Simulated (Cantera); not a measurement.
Feed: 1 mol CH₂F₂, 0.25 mol CH₄, equilibrated at 203 Torr.

These are equilibrium values from Cantera (NASA tables, ideal gas, pure condensed phases), not measurements of a reactor. Candidate condensed phases: C, C₆H₆, C₇H₈, C₈H₁₈; 95 gas species. Kinetics and transport are ignored. All values below are at 3250 K.

Base state: HF 0.690, H 0.178, H₂ 0.0828, F 0.0139, C₃ 0.0134, C₂H₂ (acetylene) 0.0100, C₂H 0.00515, CF 0.00259 (mole fractions); condensed: C(graphite).

Problem. What changes in the equilibrium state with this change: CH₄ from 0.25 to 0.033 mol?

Solution. 
```
species             before     after
----------------  --------  --------
HF                   0.690     0.841
H                    0.178    0.0742
F                   0.0139    0.0407
H₂                  0.0828    0.0144
C₂H₂ (acetylene)    0.0100   0.00175
C₃                  0.0134    0.0134
CF₂               0.000101  0.000866
CH₂                1.87e-5   3.26e-6
C₆H₂               2.75e-5   4.79e-6
C(graphite), mol      1.01     0.888
```

Problem. What changes in the equilibrium state with this change: pressure from 203 Torr to 18.8 Torr?

Solution. 
```json
[
 {"species": "HF", "before": "0.690", "after": "0.481"},
 {"species": "H", "before": "0.178", "after": "0.297"},
 {"species": "C₃", "before": "0.0134", "after": "0.0893"},
 {"species": "C", "before": "0.00168", "after": "0.0155"},
 {"species": "C₂", "before": "0.00143", "after": "0.0112"},
 {"species": "C₂H₂ (acetylene)", "before": "0.0100", "after": "0.00188"},
 {"species": "F", "before": "0.0139", "after": "0.0628"},
 {"species": "H₂", "before": "0.0828", "after": "0.0214"},
 {"species": "C₆H₂", "before": "2.75e-5", "after": "2.71e-6"},
 {"species": "C₄H₂", "before": "0.000509", "after": "6.91e-5"},
 {"species": "C₄", "before": "8.79e-5", "after": "0.000498"},
 {"species": "C₂H₂ (vinylidene)", "before": "5.38e-5", "after": "1.01e-5"},
 {"species": "C₅", "before": "0.000494", "after": "0.00238"},
 {"species": "C(graphite), mol", "before": "1.01", "after": "0"}
]
```
